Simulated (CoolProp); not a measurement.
R141b at 446.39 K and 1.81 MPa flows at 1.6 m/s in a round tube of 25 mm bore and 45 µm roughness, fully developed (64/Re and Nu = 3.66 if laminar; Colebrook and Gnielinski if turbulent). Each further row changes one setting.

Computed with CoolProp (reference Helmholtz-energy equation of state, Lemmon 2006). It is a short technical equation, of lower accuracy than the large ones.

| case | Reynolds number | Darcy friction factor | pressure drop (Pa/m) | heat-transfer coefficient (W/(m² K)) | mass flow (kg/h) |
|---|---|---|---|---|---|
| as stated | 201000 | 0.0237 | 88.2 | 468 | 205 |
| velocity 3.2 m/s | 403000 | 0.0233 | 346 | 919 | 411 |
| diameter 50 mm | 403000 | 0.0199 | 37.1 | 388 | 821 |

Viscosity comes from a separate model (Huber 2003), an estimate that may be off by 10 % or more. Thermal conductivity comes from a separate model (Huber 2003), an estimate that may be off by 10 % or more.
